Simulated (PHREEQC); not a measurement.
Solution (25 °C): 120 mmol/kgw NH3, 0.0044 mmol/kgw CO2 and 5.2 mmol/kgw (CH3)4NCl. Closed to the air; pH follows from the charge balance.

The numbers come from PHREEQC with the ion-association model, phreeqc.dat.

No solid was allowed to form.

Estimate the pH, ionic strength.

pH 11.16; ionic strength 0.00679 mol/kgw.

In which forms is N present?

NH3 99 %, NH4+ 1.3 % of the N.

(CH3)4N+ isn't in the database: it is added as a free cation with an ion size of 4 Å.
